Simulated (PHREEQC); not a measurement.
Dissolve 0.0018 mol/kgw NaHF2, 0.0064 mol/kgw H3PO4 and 5.5e-05 mol/kgw (NH4)2HPO4 at 25 °C. Closed to the air; pH follows from the charge balance.

Model: ion-association model, wateq4f.dat, run in PHREEQC.

No solid was allowed to form.

Q: Predict the pH.

A: pH 2.51.

Q: In which forms is P present?

A: H2PO4- 70 %, H3PO4 30 % of the P.

H3PO4, which wateq4f.dat lacks, is added to it with the constant of phreeqc.dat.
